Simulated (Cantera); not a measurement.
A diamond (100) surface in a fixed gas of H2 with x(CH4) = 0.0028, x(CH3) = 0.0015, at 900 K, 0.0260 bar; coverages are run to steady state.

Detailed kinetics in Cantera: the Harris–Goodwin 1993 mechanism for the reconstructed diamond (100) surface.

θ: site fractions in the mechanism's names (c6HH fully hydrogenated, c6H* and c6*H radical sites, c6** diradical, c6HM methylated).

| x(H) | growth (µm/h) | θ c6HH | θ c6H* | θ c6*H | θ c6** | θ c6HM |
|---|---|---|---|---|---|---|
| 0.0001 | (withheld) | 0.0782 | 0.000958 | 0.0268 | 7.99e-5 | 0.720 |
| 0.0002 | (withheld) | 0.116 | 0.00155 | 0.0433 | 0.000215 | 0.675 |
| 0.00042 | (withheld) | 0.181 | 0.00255 | 0.0715 | 0.000548 | 0.599 |
| 0.00085 | (withheld) | 0.269 | 0.00393 | 0.110 | 0.00112 | 0.495 |
| 0.0017 | (withheld) | 0.375 | 0.00558 | 0.156 | 0.00190 | 0.371 |
| 0.0036 | (withheld) | 0.489 | 0.00733 | 0.205 | 0.00277 | 0.238 |
| 0.0073 | (withheld) | 0.572 | 0.00864 | 0.241 | 0.00344 | 0.141 |
| 0.015 | 11.0 | 0.627 | 0.00953 | 0.265 | 0.00389 | 0.0760 |
| 0.03 | 11.6 | 0.658 | 0.0101 | 0.278 | 0.00415 | 0.0401 |

### Question
Complete the blanks.

### Answer

- 0.0001, growth (µm/h): 0.690
- 0.0002, growth (µm/h): 1.30
- 0.00042, growth (µm/h): 2.42
- 0.00085, growth (µm/h): 4.05
- 0.0017, growth (µm/h): 6.08
- 0.0036, growth (µm/h): 8.28
- 0.0073, growth (µm/h): 9.92
